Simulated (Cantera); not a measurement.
An adiabatic, constant-pressure homogeneous reactor starts with 15.1 % CH₄, 0.649 % CO, 16.9 % O₂, 63.7 % N₂, 3.62 % H₂O, at 1300 K and 7.60 bar.

Cantera simulation using GRI-Mech 3.0 (53 species, 325 reactions); the numbers are that mechanism's predictions, not measurements.

Problem. Predict: time of steepest temperature rise; temperature at 0.100 s; equilibrium temperature; x(CO) at 0.100 s; x(O₂) at 0.100 s; x(HCN) at 0.100 s; x(OH) at 0.100 s.

Solution. 
```json
{
  "time_of_steepest_temperature_rise": "3.00 ms",
  "temperature at 0.100 s": "2449 K",
  "equilibrium_temperature": "2449 K",
  "x(CO) at 0.100 s": "0.113 (gas-phase equilibrium 0.113)",
  "x(O₂) at 0.100 s": "5.25e-6 (gas-phase equilibrium 5.25e-6)",
  "x(HCN) at 0.100 s": "3.53e-7 (gas-phase equilibrium 3.53e-7)",
  "x(OH) at 0.100 s": "0.000686 (gas-phase equilibrium 0.000686)"
}
```
